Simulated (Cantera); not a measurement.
# Equilibrium for abatement and gas-phase synthesis: H2S + O2 + H2

Input: 1 mol H2S, a varied amount of O2, 1 mol H2, equilibrated at 750 K and 195000 Torr.

Method: chemical equilibrium by Gibbs-energy minimisation in Cantera with the NASA 1993 tables (ideal gas, pure condensed phases). Candidate condensed phases: H2O, H2SO4, S; 19 gas species. The ideal-gas law is rough above about 30 bar. Gases not in the tables: S3 to S7. Equilibrium is a limit: real reactors are often held back by kinetics, nucleation or transport.

At 0.36 mol O2 nothing is condensed. From 0.53 mol O2 to 1.9 mol O2 the condensed part is S(l). From 2.1 mol O2 to 2.2 mol O2 the condensed part is H2SO4(l).

```tsv
n(O2) (mol)	x H2O	x H2S	x SO2	x H2	x H2SO4	x S8	n S(l)	n H2SO4(l)
0.36	0.360	0.500	<1e-12	0.140	<1e-12	<1e-12	0	0
0.53	0.529	0.469	0.000108	0.000352	1.54e-12	0.00138	0.0367	0
0.7	0.698	0.300	0.000461	0.000225	1.78e-11	0.00138	0.374	0
0.87	0.859	0.136	0.00340	0.000102	4.39e-10	0.00138	0.696	0
1	0.920	0.0525	0.0262	3.93e-5	1.01e-8	0.00138	0.814	0
1.2	0.871	0.0252	0.102	1.89e-5	7.34e-8	0.00138	0.689	0
1.4	0.807	0.0179	0.174	1.34e-5	1.51e-7	0.00138	0.506	0
1.5	0.776	0.0158	0.206	1.18e-5	1.87e-7	0.00138	0.410	0
1.7	0.722	0.0130	0.263	9.73e-6	2.52e-7	0.00138	0.214	0
1.9	0.673	0.0111	0.313	8.33e-6	3.05e-7	0.00138	0.0158	0
2.1	0.673	<1e-12	0.299	8.90e-11	0.0272	<1e-12	0	0.125
2.2	0.707	<1e-12	0.265	8.71e-11	0.0272	<1e-12	0	0.336
```
x: gas mole fraction; n: condensed amount in mol.
